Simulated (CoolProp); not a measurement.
Vapour pressure (bar) of toluene: the reference equation beside estimates from Tc = 591.7 K, pc = 41.26 bar, ω = 0.266. Clausius-Clapeyron is anchored at 368.6 K with a constant enthalpy of vaporisation of 34.13 kJ/mol.

Values from CoolProp's reference Helmholtz-energy equation of state, Lemmon 2006. It is a short technical equation, of lower accuracy than the large ones.

```tsv
T (K)	reference	Lee-Kesler	Clausius-Clapeyron	van der Waals	Redlich-Kwong	Soave-Redlich-Kwong	Peng-Robinson
362.1	0.5247	0.5122	0.5285	4.012	1.036	0.5156	0.5252
365.4	0.5835	0.5707	0.5855	4.223	1.135	0.5741	0.5836
368.6	0.6455	0.6324	0.6455	4.435	1.239	0.6357	0.6451
371.8	0.7126	0.6994	0.7104	4.654	?	0.7025	0.7117
375.1	0.7874	0.7742	0.7829	4.887	1.471	0.7772	?
378.3	0.8658	0.8527	0.8588	5.121	?	0.8554	0.8639
381.5	0.9502	0.9374	0.9407	?	1.729	0.9398	0.9478
384.8	1.044	1.032	1.032	5.618	1.875	1.034	1.041
388	1.142	1.130	1.126	5.874	?	1.132	1.138
```

What belongs in the gaps?


- 371.8, Redlich-Kwong: 1.349
- 375.1, Peng-Robinson: 0.7861
- 378.3, Redlich-Kwong: 1.596
- 381.5, van der Waals: 5.362
- 388, Redlich-Kwong: 2.025

Absolute difference from the reference over all 9 rows, mean and median: Lee-Kesler 1.7 and 1.7 %, Clausius-Clapeyron 0.7 and 0.7 %, van der Waals 528.6 and 520.7 %, Redlich-Kwong 87.0 and 86.8 %, Soave-Redlich-Kwong 1.3 and 1.3 %, Peng-Robinson 0.2 and 0.2 %.
